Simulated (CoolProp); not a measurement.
Vapour pressure (kPa) of water: the reference equation beside estimates from Tc = 647.1 K, pc = 22060 kPa, ω = 0.344.

The numbers come from the reference Helmholtz-energy equation of state, Wagner 2002 in CoolProp.

```tsv
T (K)	reference	Lee-Kesler	Redlich-Kwong
408.1	312.8	299.3	748.4
426.8	524.6	513.3	1143
445.5	838.2	833.8	1674
464.2	1284	1293	2364
482.9	1898	1925	3238
501.6	2719	2769	4317
520.3	3788	3864	5624
539.1	5163	5261	7190
557.8	6879	6995	9019
576.5	9001	9125	11140
595.2	11590	11720	13570
```

Absolute difference from the reference over all 11 rows, mean and median: Lee-Kesler 1.7 and 1.7 %, Redlich-Kwong 66.4 and 58.8 %.
